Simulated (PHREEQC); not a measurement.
Consider water at 45 °C with 0.087 mol/kgw H3BO3, 0.023 mol/kgw Na2SO4 and 3.4e-05 mol/kgw LiCl. Closed to the air; pH follows from the charge balance.

Computed with PHREEQC (ion-association model, phreeqc.dat).

```yaml
pH: 5.25
ionic_strength: 0.0648 mol/kgw
specific_conductance: 6510 µS/cm
density: 0.995 g/cm³
```

| species | molality | activity | log γ |
|---|---|---|---|
| H3BO3 | 0.0870 | 0.0883 | 0.006 |
| Na+ | 0.0439 | 0.0353 | -0.095 |
| SO4-2 | 0.0209 | 0.00867 | -0.381 |
| NaSO4- | 0.00213 | 0.00172 | -0.093 |
| Cl- | 3.40e-5 | 2.69e-5 | -0.102 |
| Li+ | 3.28e-5 | 2.67e-5 | -0.089 |
| H2BO3- | 1.60e-5 | 1.28e-5 | -0.097 |
| HSO4- | 9.39e-6 | 7.51e-6 | -0.097 |
| H+ | 6.65e-6 | 5.58e-6 | -0.077 |
| LiSO4- | 1.25e-6 | 1.01e-6 | -0.095 |
| OH- | 9.16e-9 | 7.21e-9 | -0.104 |

Precipitation was switched off in this run. Complexes and solids missing from the database can't appear. At this temperature some constants are extrapolated from 25 °C, and those without enthalpy data are left unchanged.
